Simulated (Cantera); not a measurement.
Cantera run:

```python
import numpy as np
import cantera as ct

gas_names = """
    H H2 H2S Ni NiS S SH S2 S8
""".split()
cond_names = """
    Ni(cr) Ni(L) NiS(b) NiS(a) NiS(L) NiS2(s) NiS2(L) Ni3S2(I) Ni3S2(II) Ni3S2(L) Ni3S4(s) S(cr1) S(cr2)
    S(L)
""".split()


# ... load() reads the species with a 1 bar reference pressure and builds the phases ...
atoms = {
    'NiS': {'Ni': 1, 'S': 1},
    'H2': {'H': 2},
}
top_T = {'Ni3S4(s)': 620}  # K; cautious upper limits of use, not melting points


# ... equilibrate(T, P, feed) seeds the gas with the atoms and calls Mixture.equilibrate('TP', solver="vcs", rtol=1e-11, max_steps=5000) ...
results = []
feed = {'NiS': 1, 'H2': 5.2}  # mol
T = 1548  # K
for P in [10, 68, 460, 3200, 22000, 150000, 1000000]:
    mix = equilibrate(T, P, feed)
    results.append((T, P, feed, dict(zip(mix.species_names, mix.species_moles))))

top = {s: max(r[3][s] / sum(r[3][g] for g in gas_names) for r in results) for s in gas_names}
cols = sorted((s for s in top if top[s] > 1e-05), key=lambda s: -top[s])[:6]
seen = [c for c in cond_names if any(r[3].get(c, 0) > 1e-12 for r in results)]
print("log10 of partial pressures in bar; condensed amounts in mol")
print(f"{'P/Pa':>10s}" + "".join(f"{s[:9]:>10s}" for s in cols + seen))
for T, P, feed, n in results:
    ng = sum(n[g] for g in gas_names)
    print(f"{P:10.4g}" + "".join(f"{np.log10(max(n[s] / ng * P / 1e5, 1e-99)):10.3f}" for s in cols)
          + "".join(f"{n.get(c, 0):10.4g}" for c in seen))
```

It prints:

```
log10 of partial pressures in bar; condensed amounts in mol
      P/Pa        H2        S2       H2S        SH         H         S    Ni(cr)  Ni3S2(L)
        10    -4.046    -5.097    -6.131    -6.281    -6.534    -6.704    0.9882         0
        68    -3.189    -4.695    -5.074    -5.652    -6.106    -6.504    0.1076    0.2968
       460    -2.358    -4.091    -3.941    -4.935    -5.690    -6.201         0    0.3333
      3200    -1.520    -3.570    -2.842    -4.255    -5.271    -5.941         0    0.3333
   2.2e+04    -0.685    -3.330    -1.888    -3.718    -4.854    -5.821         0    0.3333
   1.5e+05     0.147    -3.269    -1.025    -3.271    -4.438    -5.791         0    0.3333
     1e+06     0.971    -3.257    -0.195    -2.853    -4.026    -5.785         0    0.3333
```

Cantera equilibrium calculation (NASA polynomials, part measured and part estimated; ideal gas, pure solids and liquids). Metal and sulfide melt together well below either melting point, which pure phases cannot show. Mutual solubility and eutectic melting of coexisting phases are not modelled.
